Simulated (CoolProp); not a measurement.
A single-stage vapour-compression cycle with the fluid: evaporating at 229.15 K (dew point), condensing at 257.15 K (bubble point), superheat 10 K, subcooling 8 K, compressor efficiency 0.7, no pressure losses. The same conditions are run with several fluids, on thermodynamics alone (safety and materials aside).

The numbers come from the reference Helmholtz-energy equation of state of each fluid (R152A: Outcalt 1996; ammonia: Gao 2020; carbon dioxide: Span 1996; C2F6 (R116): Lemmon 2006; nitrous oxide: Lemmon 2006; R227EA: Lemmon 2016) in CoolProp.

```tsv
fluid	cooling COP	pressure ratio	discharge temperature (K)	refrigerating effect (kJ/kg)	volumetric capacity (kJ/m³)
R152A	5.35	3.73	304.1	324	419
ammonia	5.02	3.93	[?]	1330	668
carbon dioxide	4.86	2.57	319.1	298	[?]
C2F6 (R116)	5.06	2.53	271.6	85.5	[?]
nitrous oxide	4.94	2.49	[?]	[?]	5760
R227EA	5.45	4.00	273.4	129	288
```

### Question
Complete the blanks.

### Answer

- ammonia, discharge temperature (K): 365.0
- carbon dioxide, volumetric capacity (kJ/m³): 6320
- C2F6 (R116), volumetric capacity (kJ/m³): 3120
- nitrous oxide, discharge temperature (K): 313.7
- nitrous oxide, refrigerating effect (kJ/kg): 290
